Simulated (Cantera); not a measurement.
What does this Cantera script print?

```python
import numpy as np
import cantera as ct

gas_names = """
    Cu CuO Cu2 N NO NO2 NO3 N2 N2O O O2 O3
""".split()
cond_names = """
    Cu(cr) Cu(L) CuO(s) Cu2O(s) Cu2O(L)
""".split()


# ... load() reads the species with a 1 bar reference pressure and builds the phases ...
atoms = {
    'Cu': {'Cu': 1},
    'O2': {'O': 2},
    'N2': {'N': 2},
}
top_T = {'CuO(s)': 1390}  # K; cautious upper limits of use, not melting points


# ... equilibrate(T, P, feed) seeds the gas with the atoms and calls Mixture.equilibrate('TP', solver="vcs", rtol=1e-11, max_steps=5000) ...
results = []
feed = {'Cu': 1, 'O2': 0.27, 'N2': 1.5}  # mol
P = 230000  # Pa
for T in [673, 748, 823, 898, 973, 1048, 1123, 1198, 1273, 1348]:
    mix = equilibrate(T, P, feed)
    results.append((T, P, feed, dict(zip(mix.species_names, mix.species_moles))))
    x = sorted(zip(gas.X, gas.species_names), reverse=True)
    print(f"T = {T:g} K  P = {P:g} Pa  gas = {mix.phase_moles(0):.4g} mol")
    print("   x: " + "  ".join(f"{s} {v:.3e}" for v, s in x if v > 0.001))
    print("   condensed (mol): " + ("  ".join(f"{mix.phase(i).name} {mix.phase_moles(i):.4g}"
          for i in range(1, mix.n_phases) if mix.phase_moles(i) > 1e-12) or "none"))
```

It prints:

```
T = 673 K  P = 230000 Pa  gas = 1.5 mol
   x: N2 1.000e+00
   condensed (mol): CuO(s) 0.08  Cu2O(s) 0.46
T = 748 K  P = 230000 Pa  gas = 1.5 mol
   x: N2 1.000e+00
   condensed (mol): CuO(s) 0.08  Cu2O(s) 0.46
T = 823 K  P = 230000 Pa  gas = 1.5 mol
   x: N2 1.000e+00
   condensed (mol): CuO(s) 0.08  Cu2O(s) 0.46
T = 898 K  P = 230000 Pa  gas = 1.5 mol
   x: N2 1.000e+00
   condensed (mol): CuO(s) 0.07999  Cu2O(s) 0.46
T = 973 K  P = 230000 Pa  gas = 1.5 mol
   x: N2 1.000e+00
   condensed (mol): CuO(s) 0.07986  Cu2O(s) 0.4601
T = 1048 K  P = 230000 Pa  gas = 1.5 mol
   x: N2 9.998e-01
   condensed (mol): CuO(s) 0.07854  Cu2O(s) 0.4607
T = 1123 K  P = 230000 Pa  gas = 1.503 mol
   x: N2 9.981e-01  O2 1.841e-03
   condensed (mol): CuO(s) 0.0689  Cu2O(s) 0.4656
T = 1198 K  P = 230000 Pa  gas = 1.516 mol
   x: N2 9.892e-01  O2 1.073e-02
   condensed (mol): CuO(s) 0.0148  Cu2O(s) 0.4926
T = 1273 K  P = 230000 Pa  gas = 1.52 mol
   x: N2 9.868e-01  O2 1.311e-02
   condensed (mol): Cu2O(s) 0.5
T = 1348 K  P = 230000 Pa  gas = 1.52 mol
   x: N2 9.868e-01  O2 1.308e-02
   condensed (mol): Cu2O(s) 0.5
```

Equilibrium computed with Cantera from the NASA thermochemical tables; the gas is ideal and each condensed phase is pure. Mutual solubility and eutectic melting of coexisting phases are not modelled.
